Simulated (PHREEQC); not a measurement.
A made-up water analysis in mg/kgw, 25 °C, pH 6.42, pe 8.7:

```tsv
constituent	mg/kgw
Na	2.34
K	0.208
Ca	1.77
Mg	0.00509
Cl	3.54
S(6) as SO4	0.229
Alkalinity as HCO3	5.4
Si as SiO2	0.0156
O(0) (dissolved oxygen)	0.13
Pb	0.174
Zn	0.137
```

Valence states are taken as typed.

Model: ion-association model, wateq4f.dat, run in PHREEQC.

This is a speciation only: nothing precipitates in the calculation.

Question: Predict the charge-balance error.

Answer: charge-balance error 2.2 %.

Question: In which forms is Pb present?

Answer: Pb+2 77 %, PbCO3 13 %, PbHCO3+ 5.1 %, PbOH+ 3.8 % of the Pb.
